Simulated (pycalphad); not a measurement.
**Effect of Y content in Si-Y**

Source of the numbers: pycalphad with the COST 507 light-alloy database (1999); pressure 1 atm. The data set is of 1999 and partly superseded. Amounts are mole fractions of atoms. Kinetics are ignored, which matters at the lower temperatures.

```
alloy            liquidus (K)   first solid  solidus (K)                 phases at 725 K
---------------  ------------  ------------  -----------  ------------------------------
Si-0.49Y (at.%)          1684  diamond (Si)         1485  diamond (Si) 0.99, SI2Y_R 0.01
Si-1.96Y (at.%)          1673  diamond (Si)         1485  diamond (Si) 0.94, SI2Y_R 0.06
Si-2.94Y (at.%)          1662  diamond (Si)         1485  diamond (Si) 0.91, SI2Y_R 0.09
Si-3.92Y (at.%)          1650  diamond (Si)         1485  diamond (Si) 0.88, SI2Y_R 0.12
Si-5.88Y (at.%)          1619  diamond (Si)         1485  diamond (Si) 0.82, SI2Y_R 0.18
Si-7.84Y (at.%)          1582  diamond (Si)         1485  diamond (Si) 0.76, SI2Y_R 0.24
```

Database names, with the compositions (at.%) that they take in these runs: SI2Y_R: Si 67 Y 33.
